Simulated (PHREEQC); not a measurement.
# Acid mine or pickling water

Model water analysis in mg/kgw, 25 °C, pH 2.77, pe 8.7: Na 1420; K 45.7; Ca 100; Mg 452; Cl 1050; S(6) as SO4 5720; Cu(2) 5.94; Al 433; Si as SiO2 3.31.

Cl is adjusted to close the charge balance.
Valence states are taken as typed.

The numbers come from PHREEQC with the ion-association model, wateq4f.dat.

Precipitation was switched off in this run.

Question: Estimate the ionic strength.

Answer: ionic strength 0.149 mol/kgw.

Question: In which forms is Cu present?

Answer: Cu+2 59 %, CuSO4 38 %, CuCl+ 2.2 % of the Cu.

Complexes and solids missing from the database can't appear.
